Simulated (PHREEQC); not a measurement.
1 kg of water holding 0.0085 mol NaBr, 0.17 mol KCl and 0.0059 mol MgBr2 is evaporated at 30 °C; the solids stay in contact with the brine. CO2 from the air is kept out. The run lets Bischofite, Brucite, Carnallite, Halite, Sylvite, MgCl2_4H2O precipitate or redissolve, and no other solid.

Model: Pitzer model, pitzer.dat, run in PHREEQC.

```tsv
water left (kg)	ionic strength	water activity	Sylvite (mol)	Na in solution (mol/kgw)	Mg in solution (mol/kgw)
1	0.196	0.994	0	0.00850	0.00590
0.5552	0.353	0.989	0	0.0153	0.0106
0.3082	0.637	0.980	0	0.0276	0.0191
0.1407	1.39	0.957	0	0.0604	0.0419
0.07809	2.51	0.922	0	0.109	0.0756
0.04335	4.53	0.855	0	0.196	0.136
0.01979	6.00	0.806	0.0775	0.430	0.298
0.01099	6.78	0.777	0.122	0.773	0.537
0.006093	8.19	0.717	0.146	1.40	0.968
```

Sylvite from water left = 0.0293 kg.

Complexes and solids missing from the database can't appear.
